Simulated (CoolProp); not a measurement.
Computed with CoolProp (reference Helmholtz-energy equation of state, Fiedler 2023).

Problem. For tetrahydrofuran, give the phase and the cv (kJ/(kg K)), speed of sound (m/s) at 13.15 °C and 7.45 MPa; 169.95 °C and 7.45 MPa.

Solution. 
- 13.15 °C and 7.45 MPa: liquid; cv 1.17, speed of sound 1370
- 169.95 °C and 7.45 MPa: liquid; cv 1.71, speed of sound 712
